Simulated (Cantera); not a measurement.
An isothermal, constant-pressure homogeneous reactor starts with C2H6 : N2 = 1 : 5.1 (molar parts), at 1275 K and 10.00 Torr. Integrator tolerance rtol = 1e-08.

Model: GRI-Mech 3.0 (53 species, 325 reactions), integrated in Cantera. GRI-Mech 3.0 stops at C3 and has no aromatics, soot or wall deposition, so with more carbon than oxygen in the feed, carbon stays in small species such as C2H2 where larger ones or solid carbon would form. Radical loss at walls, strong at low pressure, is not modelled.

```csv
quantity,before,after
x(C2H6) at 9.00 s,3.68e-6 (gas-phase equilibrium 2.05e-7),3.61e-9 (gas-phase equilibrium 7.88e-11)
x(C2H2) at 9.00 s,0.0809 (gas-phase equilibrium 0.0781),0.123 (gas-phase equilibrium 0.0669)
x(CH4) at 9.00 s,0.0426 (gas-phase equilibrium 0.00639),0.000457 (gas-phase equilibrium 5.35e-5)
x(C2H) at 9.00 s,2.19e-10 (gas-phase equilibrium 3.73e-10),1.77e-6 (gas-phase equilibrium 9.66e-7)
x(CH3) at 9.00 s,6.10e-6 (gas-phase equilibrium 1.64e-6),2.38e-5 (gas-phase equilibrium 2.81e-6)
x(HCN) at 9.00 s,3.89e-9 (gas-phase equilibrium 0.0843),1.38e-5 (gas-phase equilibrium 0.113)
x(C2H4) at 9.00 s,0.0302 (gas-phase equilibrium 0.000988),1.97e-5 (gas-phase equilibrium 1.06e-5)
```

Q: What was changed between the two runs?
A) N2 5.1 to 22 parts
B) N2 5.1 to 50 parts
C) temperature 1275 to 1375 K
D) temperature 1275 to 1700 K

A: D, temperature 1275 to 1700 K
